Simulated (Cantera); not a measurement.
Feed: 1 mol Cr₂O₃, 2.4 mol H₂, 6.5 mol N₂, at 1725 K and 0.000140 bar.

Equilibrium computed with Cantera from the NASA thermochemical tables; the gas is ideal and each condensed phase is pure. Candidate condensed phases: Cr, CrN, Cr₂N, Cr₂O₃, H₂O; 29 gas species. Rates play no part.

Base state: N₂ 0.722, H₂ 0.252, H₂O 0.0110, H 0.00787, Cr 0.00731, CrO 0.000150, OH 1.90e-5 (mole fractions); condensed: Cr₂O₃(s).

Question: What changes in the equilibrium state with this change: temperature from 1725 K to 1850 K?

Answer: 
```json
[
 {"species": "N₂", "before": "0.722", "after": "0.707"},
 {"species": "H₂", "before": "0.252", "after": "0.221"},
 {"species": "H₂O", "before": "0.0110", "after": "0.0296"},
 {"species": "H", "before": "0.00787", "after": "0.0214"},
 {"species": "Cr", "before": "0.00731", "after": "0.0194"},
 {"species": "O", "before": "4.72e-7", "after": "1.57e-5"},
 {"species": "CrO₂", "before": "2.63e-6", "after": "7.48e-5"},
 {"species": "OH", "before": "1.90e-5", "after": "0.000212"},
 {"species": "CrO", "before": "0.000150", "after": "0.00147"},
 {"species": "Cr₂O₃(s), mol", "before": "0.966", "after": "0.904"}
]
```

Question: What changes in the equilibrium state with this change: pressure from 0.000140 bar to 0.0740 bar?

Answer: 
| species | before | after |
|---|---|---|
| N₂ | 0.722 | 0.730 |
| H₂ | 0.252 | 0.268 |
| H₂O | 0.0110 | 0.00121 |
| Cr | 0.00731 | 0.000416 |
| OH | 1.90e-5 | 8.81e-8 |
| CrO | 0.000150 | 8.83e-7 |
| H | 0.00787 | 0.000354 |
| Cr₂O₃(s), mol | 0.966 | 0.996 |
| Cr(s), mol | 0 | 0.00349 |
Mutual solubility and eutectic melting of coexisting phases are not modelled.
